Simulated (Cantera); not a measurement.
**Adiabatic ignition**

An adiabatic, constant-volume homogeneous reactor starts with 9.68 % CH₄, 9.20 % CO, 16.0 % O₂, 60.0 % N₂, 5.13 % H₂O, at 1375 K and 248 Torr.

Computed with Cantera and GRI-Mech 3.0 (53 species, 325 reactions).

```
t (s)     T (K)  P (bar)   x CH₄    x CO     x O₂    x C₂H₂    x H₂O₂    x HO₂     x N₂O
--------  -----  -------  ------  ------  -------  --------  --------  -------  --------
2.00e-6    1375    0.330  0.0968  0.0920    0.160    <1e-12  8.11e-12  8.32e-9    <1e-12
5.37e-6    1375    0.330  0.0968  0.0920    0.160    <1e-12  5.65e-11  2.20e-8    <1e-12
1.44e-5    1375    0.330  0.0968  0.0920    0.160    <1e-12  3.73e-10  5.70e-8    <1e-12
3.86e-5    1375    0.330  0.0968  0.0920    0.160    <1e-12   2.14e-9  1.39e-7    <1e-12
0.000104   1375    0.330  0.0968  0.0920    0.160    <1e-12   8.83e-9  2.92e-7    <1e-12
0.000278   1375    0.330  0.0968  0.0920    0.160    <1e-12   1.97e-8  4.57e-7  2.53e-12
0.000746   1375    0.330  0.0968  0.0920    0.160  5.06e-12   2.44e-8  5.32e-7  9.34e-12
0.00200    1375    0.330  0.0967  0.0919    0.160  5.33e-10   3.74e-8  8.11e-7  3.37e-11
0.00537    1379    0.331  0.0960  0.0919    0.159   4.76e-8   1.38e-7  2.72e-6  2.02e-10
0.0144     1495    0.361  0.0783  0.0954    0.146   4.71e-5   3.72e-6  6.20e-5   6.41e-9
0.0386     2740    0.699  <1e-12   0.119  0.00494    <1e-12   1.10e-7  1.78e-6   1.73e-7
0.104      2740    0.699  <1e-12   0.119  0.00494    <1e-12   1.10e-7  1.78e-6   1.73e-7
0.278      2740    0.699  <1e-12   0.119  0.00494    <1e-12   1.10e-7  1.78e-6   1.73e-7
0.746      2740    0.699  <1e-12   0.119  0.00494    <1e-12   1.10e-7  1.78e-6   1.73e-7
2.00       2740    0.699  <1e-12   0.119  0.00494    <1e-12   1.10e-7  1.78e-6   1.73e-7
```
x: mole fraction; the columns are a selection and need not sum to one.

```yaml
time_of_steepest_temperature_rise: 14.9 ms
temperature at 2.00 s: 2740 K
equilibrium_temperature: 2740 K
x(CH₄) at 2.00 s: <1e-12 (gas-phase equilibrium <1e-12)
x(CO) at 2.00 s: 0.119 (gas-phase equilibrium 0.119)
x(O₂) at 2.00 s: 0.00494 (gas-phase equilibrium 0.00494)
```
